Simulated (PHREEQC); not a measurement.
# Acid rinse or clean: speciation

Make-up at 25 °C: 29 mmol/kgw HCl, 1.5 mmol/kgw ZnSO4 and 6.7 mmol/kgw KCl. Closed to the air; pH follows from the charge balance.

The numbers come from PHREEQC with the ion-association model, wateq4f.dat.

No solid was allowed to form.

**Question.** What pH does the model give?

**Answer.** pH 1.61.

**Question.** In which forms is Zn present?

**Answer.** Zn+2 92 %, ZnCl+ 4.5 %, ZnSO4 3.2 % of the Zn.
